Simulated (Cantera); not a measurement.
Feed: 1 mol Si, 9.8 mol Cl₂, at 1300 K.

These are equilibrium values from Cantera (NASA tables, ideal gas, pure condensed phases), not measurements of a reactor. Candidate condensed phases: Si; 9 gas species. The tables' values for SiCl₃ are old estimates; treat these amounts as uncertain. The numbers say what is thermodynamically allowed, not how fast it happens.

x: gas mole fraction; nothing condenses.

| P (Pa) | x Cl | x Cl₂ | x SiCl₄ | x SiCl₃ | x SiCl₂ |
|---|---|---|---|---|---|
| 1 | 0.886 | 0.0510 | 0.0632 | 0.000101 | … |
| 4.20 | 0.769 | 0.161 | 0.0699 | 3.07e-5 | … |
| 18 | 0.556 | 0.362 | 0.0820 | 1.16e-5 | … |
| 75 | 0.341 | 0.565 | 0.0943 | 5.23e-6 | … |
| 320 | 0.185 | 0.712 | 0.103 | 2.47e-6 | … |
| 1300 | 0.0970 | 0.795 | 0.108 | 1.22e-6 | … |
| 5600 | 0.0481 | 0.841 | 0.111 | 5.84e-7 | … |
| 24000 | 0.0235 | 0.864 | 0.112 | 2.82e-7 | … |
| 100000 | 0.0116 | 0.875 | 0.113 | 1.38e-7 | <1e-12 |

Task: Some entries are withheld; supply them.

Result: 
- 1, x SiCl₂: 9.60e-7
- 4.20, x SiCl₂: 8.00e-8
- 18, x SiCl₂: 9.76e-9
- 75, x SiCl₂: 1.72e-9
- 320, x SiCl₂: 3.51e-10
- 1300, x SiCl₂: 8.10e-11
- 5600, x SiCl₂: 1.82e-11
- 24000, x SiCl₂: 4.19e-12
